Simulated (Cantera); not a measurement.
Charge: 1 mol SiH2Cl2, a varied amount of H2, 0.71 mol C2H2, held at 2002 °C and 3.40 mbar.

Equilibrium computed with Cantera from the NASA thermochemical tables; the gas is ideal and each condensed phase is pure. Candidate condensed phases: C, C6H6, C7H8, C8H18, Si, SiC; 109 gas species. Kinetics and transport are ignored.

Question: At 1800 mol H2, list the 5 most abundant gas species with their mole fractions, and the condensed phases.

Answer: H2 0.863, H 0.135, HCl 0.000928, Si 0.000498, C2H2 (acetylene) 0.000356. Condensed: gas only.
